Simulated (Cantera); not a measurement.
Iron carbonyl, mercury and lead vapours: PbO + H₂

A closed system holds: 1 mol PbO, 23 mol H₂, equilibrated at 773 K and 6.75 Torr.

These are equilibrium values from Cantera (NASA tables, ideal gas, pure condensed phases), not measurements of a reactor. Candidate condensed phases: H₂O, Pb, PbO, PbO₂, Pb₃O₄; 12 gas species. The numbers say what is thermodynamically allowed, not how fast it happens.

The x(H₂) is 0.957 and the x(H₂O) is 0.0435. The x(Pb) is 2.57e-6, the n(Pb(l)) is 1.000 mol and the gas amount is 23.00 mol. The log10 activity of PbO₂(s) (absent) is -22.11. The log10 activity of Pb₃O₄(s) (absent) is -32.48.
